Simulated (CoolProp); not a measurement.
n-pentane along the isobar 121 bar: density (kg/m³) from the reference equation and from simpler models built on Tc = 469.7 K, pc = 33.68 bar, ω = 0.251; each cubic takes its own stable root.

Model: reference Helmholtz-energy equation of state, Thol 2019, in CoolProp.

```csv
T (K),phase,reference,van der Waals,Redlich-Kwong,Soave-Redlich-Kwong
450,liquid,481.3,[?],[?],436.9
463.1,liquid,[?],329.1,[?],420.0
476.2,supercritical,447.6,322.5,403.9,402.4
489.2,supercritical,429.6,315.8,389.1,384.4
502.3,supercritical,410.7,308.8,374.0,365.7
515.4,supercritical,390.9,301.8,358.6,346.8
528.5,supercritical,370.6,294.5,343.3,327.8
541.5,supercritical,350.1,287.2,328.0,309.2
554.6,supercritical,329.5,[?],312.9,[?]
567.7,supercritical,309.6,272.1,298.1,274.0
580.8,supercritical,290.6,264.5,283.8,258.1
593.8,supercritical,273.1,256.8,270.2,243.6
606.9,supercritical,256.8,[?],257.3,230.4
620,supercritical,242.1,[?],245.3,218.4
```

What belongs in the gaps?


- 450, van der Waals: 335.6
- 450, Redlich-Kwong: 432.9
- 463.1, reference: 464.9
- 463.1, Redlich-Kwong: 418.6
- 554.6, van der Waals: 279.7
- 554.6, Soave-Redlich-Kwong: 291.2
- 606.9, van der Waals: 249.1
- 620, van der Waals: 241.4
